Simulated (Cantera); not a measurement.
An isothermal, constant-pressure homogeneous reactor starts with CH4 : N2 = 1 : 12 (molar parts), at 1875 K and 22000 Pa.

Cantera simulation using GRI-Mech 3.0 (53 species, 325 reactions); the numbers are that mechanism's predictions, not measurements. GRI-Mech 3.0 stops at C3 and has no aromatics, soot or wall deposition, so with more carbon than oxygen in the feed, carbon stays in small species such as C2H2 where larger ones or solid carbon would form.

Task: Predict: x(CH4) at 2.00 s; x(HCN) at 2.00 s; x(H2) at 2.00 s; x(C2H) at 2.00 s; x(C2H2) at 2.00 s; x(C2H4) at 2.00 s.

Result: 
- x(CH4) at 2.00 s: 4.74e-5 (gas-phase equilibrium 2.41e-5)
- x(HCN) at 2.00 s: 5.51e-5 (gas-phase equilibrium 0.0542)
- x(H2) at 2.00 s: 0.107 (gas-phase equilibrium 0.107)
- x(C2H) at 2.00 s: 1.82e-6 (gas-phase equilibrium 4.38e-7)
- x(C2H2) at 2.00 s: 0.0356 (gas-phase equilibrium 0.00857)
- x(C2H4) at 2.00 s: 1.18e-5 (gas-phase equilibrium 2.84e-6)
